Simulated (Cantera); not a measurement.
## Low-pressure radical oxidation in H2/O2

An isothermal, constant-pressure homogeneous reactor starts with 13.8 % H₂, 86.2 % O₂, equivalence ratio 0.080, at 1400 K and 20.0 Torr.

Model: the H2/O2 subset of GRI-Mech 3.0, which has no nitrogen chemistry, integrated in Cantera. Radical loss at walls, strong at low pressure, is not modelled. The temperature is held fixed by assumption; the heat of reaction is taken as removed at once.

```csv
t (s),x H₂,x O₂,x O,x HO₂,x H,x OH
1.00e-5,0.138,0.862,1.80e-8,5.56e-8,4.43e-8,1.65e-8
4.30e-5,0.138,0.862,3.01e-7,2.39e-7,3.26e-7,2.46e-7
0.000185,0.137,0.862,0.000233,1.50e-6,0.000225,0.000186
0.000794,0.00510,0.768,0.0718,8.59e-6,0.0299,0.0133
0.00341,0.00386,0.792,0.0512,8.57e-6,0.0182,0.0118
0.0147,0.00120,0.834,0.0147,6.32e-6,0.00282,0.00671
0.0630,0.000102,0.850,0.00122,1.48e-6,6.81e-5,0.00198
0.271,8.39e-6,0.851,0.000100,2.09e-7,1.61e-6,0.000570
1.16,1.15e-6,0.852,1.38e-5,1.03e-7,8.18e-8,0.000211
5.00,4.57e-7,0.852,5.50e-6,1.26e-7,2.07e-8,0.000133
```
x: mole fraction; the columns are a selection and need not sum to one.

Equilibrium at this temperature and pressure: H₂ 4.47e-7, O₂ 0.852, O 5.38e-6, HO₂ 1.27e-7, H 2.01e-8, OH 0.000132 (gas phase only).
